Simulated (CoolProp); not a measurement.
The numbers come from the reference Helmholtz-energy equation of state, de Reuck 1990 in CoolProp.

Q: For fluorine, give the phase and the cv (kJ/(kg K)) at 300 K and 7.5 MPa; 300 K and 8.75 MPa.

A: 
- 300 K and 7.5 MPa: supercritical; cv 0.612
- 300 K and 8.75 MPa: supercritical; cv 0.614
